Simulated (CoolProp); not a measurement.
Vapour-liquid equilibrium of R134a (1) + methanol (2) at 0.0224 MPa; x and y are mole fractions of (1).

Values from CoolProp's multi-fluid Helmholtz-energy mixture model, Tillner-Roth 1994 and de Reuck 1993; pair parameters Bell 2016.

| x | bubble temperature, mixture model (°C) | bubble temperature, Raoult's law (°C) | y, mixture model | y, Raoult's law |
|---|---|---|---|---|
| 0.05 | -27.1 | 4.6 | 0.974 | 0.771 |
| 0.2 | -44.7 | -24.5 | 0.995 | 0.974 |
| 0.35 | -47.4 | -35.8 | 0.996 | 0.992 |
| 0.5 | -48.6 | -42.6 | 0.997 | 0.996 |
| 0.65 | -49.9 | -47.3 | 0.997 | 0.998 |
| 0.8 | -51.6 | -50.9 | 0.998 | 0.999 |
| 0.95 | -53.8 | -53.7 | 0.999 | 1.000 |

The largest gap from Raoult's law is -31.7 K in bubble temperature, at x = 0.05. No azeotrope shows between x = 0.05 and 0.95.

The pair parameters rest on a limited set of measurements; away from them the model extrapolates. With so large a gap from Raoult's law the liquid may split in two, which this calculation doesn't test in full.
